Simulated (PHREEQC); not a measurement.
Consider water at 34 °C with 0.48 mol HBr, 0.00076 mol CO2 and 0.00066 mol Li2CO3 per kg of water. Closed to the air; pH follows from the charge balance.

The numbers come from PHREEQC with the ion-association model, phreeqc.dat.

Each row changes one thing in this solution. This is a speciation only: nothing precipitates in the calculation.

```
case                            pH  (CO2)2 (mol/kgw)  HCO3- (mol/kgw)
----------------------------  ----  ----------------  ---------------
as made                       0.44           5.48e-8          3.00e-9
diluted 10-fold with water     [?]          4.96e-10              [?]
temperature from 34 to 55 °C  0.44           9.52e-8              [?]
temperature from 34 to 70 °C  0.45           1.31e-7          3.17e-9
temperature from 34 to 80 °C  0.45               [?]          3.00e-9
CO2 left out                  0.44           1.18e-8          1.40e-9
temperature from 34 to 25 °C  0.44           4.13e-8              [?]
```

Problem. Fill in the missing entries.

Solution. 
- diluted 10-fold with water, pH: 1.39
- diluted 10-fold with water, HCO3- (mol/kgw): 2.06e-9
- temperature from 34 to 55 °C, HCO3- (mol/kgw): 3.27e-9
- temperature from 34 to 80 °C, (CO2)2 (mol/kgw): 1.56e-7
- temperature from 34 to 25 °C, HCO3- (mol/kgw): 2.73e-9

Away from 25 °C the constants follow the database's enthalpies or fits; those with neither stay at their 25 °C values.
